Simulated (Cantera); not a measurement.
**Ignition delay**

Mixture: 2.17 % CH4, 0.217 % C2H6, 1.80 % C3H8, 20.1 % O2, 75.7 % N2, equivalence ratio 0.70, at 3.10 bar, adiabatic and at constant pressure. Ignition delay is the time to a rise of 400 K.

Computed with Cantera and GRI-Mech 3.0 (53 species, 325 reactions). GRI-Mech 3.0 was tuned for natural gas; its chemistry of propane as a main component is partial and can be far from experiment.

```
T0 (K)  delay (ms)
------  ----------
1125          11.2
1225          1.88
1325         0.378
1425         0.101
1525        0.0359
1625        0.0162
1725       0.00880
```

```yaml
apparent activation energy between 1525 and 1725 K: 150 kJ/mol
```
